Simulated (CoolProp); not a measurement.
Properties of R1132(E) along the isotherm 279.6 K (Tc = 348.8 K, pc = 5.174 MPa, ω = 0.245).

Values from CoolProp's reference Helmholtz-energy equation of state, Akasaka 2024.

```
p (MPa)   phase  density (kg/m³)  cv (kJ/(kg K))  Joule-Thomson coefficient (K/MPa)
-------  ------  ---------------  --------------  ---------------------------------
0.0206      gas           0.5691          0.7804                              19.09
0.0347      gas           0.9606          0.7813                              19.12
0.0585      gas            1.625          0.7829                              19.17
0.0988      gas            2.761          0.7856                              19.25
0.167       gas            4.714          0.7902                              19.40
0.281       gas            8.073          0.7983                              19.66
0.475       gas            14.09          0.8130                              20.16
0.801       gas            25.29          0.8411                              21.15
1.35     liquid            983.5           1.067                           -0.02883
2.28     liquid            987.7           1.067                           -0.04614
3.85     liquid            994.3           1.067                           -0.07222
6.5      liquid             1005           1.068                            -0.1092
```
